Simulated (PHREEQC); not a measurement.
Solution (13 °C): 0.18 mol/kgw NaH2PO4 and 0.00095 mol/kgw Na2SO4. Closed to the air; pH follows from the charge balance.

Computed with PHREEQC (ion-association model, phreeqc.dat).

Problem. The ionic strength comes out as 0.183 mol/kgw. What activity coefficients do Na+, NaSO4-, HPO4-2, NaHPO4-, SO4-2 get?

Solution. Na+ 0.76, NaSO4- 0.76, HPO4-2 0.31, NaHPO4- 0.76, SO4-2 0.31.

No solid was allowed to form. At this temperature some constants are extrapolated from 25 °C, and those without enthalpy data are left unchanged.
